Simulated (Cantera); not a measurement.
Input: 1 mol SiC, 0.074 mol H2O, 13 mol H2, at 55000 Pa.

Cantera equilibrium calculation (NASA polynomials, part measured and part estimated; ideal gas, pure solids and liquids). Candidate condensed phases: C, C6H6, C7H8, C8H18, H2O, Si, SiC, SiO2; 123 gas species. Mutual solubility and eutectic melting of coexisting phases are not modelled. The tables hold silica as quartz up to 1696 K and as liquid above; real silica turns to tridymite and cristobalite and melts near 1996 K. Gases not in the tables: Si2H6 and higher silanes. Kinetics and transport are ignored.

x: gas mole fraction; n: condensed amount in mol.

```
T (K)   x H2       x H      x CO     x CH4     x SiO      x Si  n SiC(s)  n SiO2(β-quartz)
-----  -----  --------  --------  --------  --------  --------  --------  ----------------
1100   0.997   3.48e-8   3.45e-7   0.00284   3.24e-9    <1e-12     0.963            0.0370
1200   0.997         …         …   0.00281         …    <1e-12     0.963            0.0369
1300   0.997   1.49e-6  0.000385   0.00226   1.04e-6    <1e-12     0.966            0.0345
1400   0.998   6.55e-6   0.00137  0.000771   1.62e-5  2.20e-11     0.972            0.0279
1500   0.998   2.37e-5   0.00184  0.000177  0.000227   1.11e-9     0.974            0.0234
1600   0.995   7.31e-5   0.00257   5.18e-5   0.00220   3.20e-8     0.966           0.00554
1700   0.994  0.000198   0.00279   3.79e-5   0.00283   2.88e-7     0.963                 0
1800   0.994  0.000481   0.00280   3.10e-5   0.00282   1.87e-6     0.963                 0
1900   0.993         …   0.00282         …   0.00281         …     0.963                 0
2000   0.992   0.00218   0.00285   2.25e-5   0.00277   4.43e-5     0.962                 0
2100   0.990   0.00418   0.00296   2.02e-5   0.00265  0.000166     0.960                 0
2200   0.986   0.00754   0.00322   1.95e-5   0.00238  0.000519     0.955                 0
```

**Question.** Fill in the missing entries.

**Answer.** 
- 1200, x H: 2.66e-7
- 1200, x CO: 1.84e-5
- 1200, x SiO: 7.02e-8
- 1900, x H: 0.00107
- 1900, x CH4: 2.61e-5
- 1900, x Si: 9.95e-6
